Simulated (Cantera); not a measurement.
Charge: 1 mol Ti(OiPr)4, 2.4 mol H2O, equilibrated at 1350 K and 16000 Pa.

Equilibrium computed with Cantera from the NASA thermochemical tables; the gas is ideal and each condensed phase is pure. Candidate condensed phases: C, C6H6, C7H8, C8H18, H2O, Ti, TiC, TiO, TiO2, Ti2O3, Ti3O5, Ti4O7; 113 gas species. The feed counts by its element totals alone. Kinetics and transport are ignored.

Base state: H2 0.775, CO 0.224, CH4 0.000554, H2O 0.000159, CO2 2.34e-5 (mole fractions); condensed: C(graphite) + Ti3O5(s).

Q: What changes in the equilibrium state with this change: temperature from 1350 K to 1900 K?

A: 
| species | before | after |
|---|---|---|
| H2 | 0.775 | 0.718 |
| CO | 0.224 | 0.280 |
| H | 5.25e-6 | 0.00168 |
| C2H2 (acetylene) | 9.60e-7 | 0.000274 |
| CO2 | 2.34e-5 | 5.33e-7 |
| H2O | 0.000159 | 5.74e-6 |
| CH4 | 0.000554 | 4.63e-5 |
| C(graphite), mol | 7.26 | 4.59 |
| Ti3O5(s), mol | 0.333 | 0 |
| TiC(s), mol | 0 | 1.00 |
TiC: taken at fixed stoichiometry.

Q: What changes in the equilibrium state with this change: pressure from 16000 Pa to 10000 Pa?

A: 
```json
[
 {"species": "H2", "before": "0.775", "after": "0.742"},
 {"species": "CO", "before": "0.224", "after": "0.257"},
 {"species": "CH4", "before": "0.000554", "after": "0.000318"},
 {"species": "H2O", "before": "0.000159", "after": "0.000109"},
 {"species": "CO2", "before": "2.34e-5", "after": "1.93e-5"},
 {"species": "C(graphite), mol", "before": "7.26", "after": "5.75"},
 {"species": "Ti3O5(s), mol", "before": "0.333", "after": "0.144"},
 {"species": "TiC(s), mol", "before": "0", "after": "0.569"}
]
```
Mutual solubility and eutectic melting of coexisting phases are not modelled. TiC: taken at fixed stoichiometry.
